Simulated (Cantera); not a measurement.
A freely propagating, adiabatic, planar premixed flame of CH3OH : O2 : N2 = 1 : 1.07 : 4.03 (molar parts), equivalence ratio 1.4, unburnt at 500 K and 51000 Pa; mixture-averaged transport, grid criteria slope 0.08 and curve 0.16, no radiation.

Computed with Cantera and GRI-Mech 3.0 (53 species, 325 reactions). GRI-Mech 3.0 was tuned for natural gas; its chemistry of methanol as a main component is partial and can be far from experiment. Burning velocities carry a grid error of a few per cent, more on coarse grids.

x: mole fraction of selected species; z is measured from the peak of heat release.

```csv
z (mm),T (K),u (m/s),x CH3OH,x O2,x CH2O,x CH2,x C2H,x H2O
-1.30,500,1.22,0.163,0.175,7.59e-7,<1e-8,<1e-8,8.11e-5
-0.865,504,1.24,0.162,0.173,1.45e-5,<1e-8,<1e-8,0.000845
-0.649,516,1.28,0.160,0.171,8.30e-5,<1e-8,<1e-8,0.00321
-0.432,590,1.49,0.153,0.163,0.000731,<1e-8,<1e-8,0.0154
-0.216,[?],2.53,[?],[?],[?],<1e-8,<1e-8,[?]
-0.108,1321,3.65,0.0642,0.0927,0.0134,6.69e-7,<1e-8,0.118
0,1688,4.85,0.0120,0.0555,0.00927,1.98e-5,<1e-8,0.172
0.108,1828,5.31,0.000329,0.0321,0.000728,1.19e-5,<1e-8,0.201
0.216,1864,5.41,2.14e-6,0.0178,1.56e-5,1.63e-6,<1e-8,0.214
0.432,1898,5.48,<1e-8,0.00706,1.43e-7,3.68e-8,<1e-8,0.220
0.865,1934,5.55,<1e-8,[?],<1e-8,<1e-8,<1e-8,0.218
1.73,1975,5.64,<1e-8,0.00279,<1e-8,<1e-8,<1e-8,0.219
3.46,2023,5.76,<1e-8,0.00191,<1e-8,<1e-8,<1e-8,0.223
```

Q: Fill in the missing entries.

A: 
- -0.216, T (K): 954
- -0.216, x CH3OH: 0.114
- -0.216, x O2: 0.129
- -0.216, x CH2O: 0.00644
- -0.216, x H2O: 0.0676
- 0.865, x O2: 0.00378
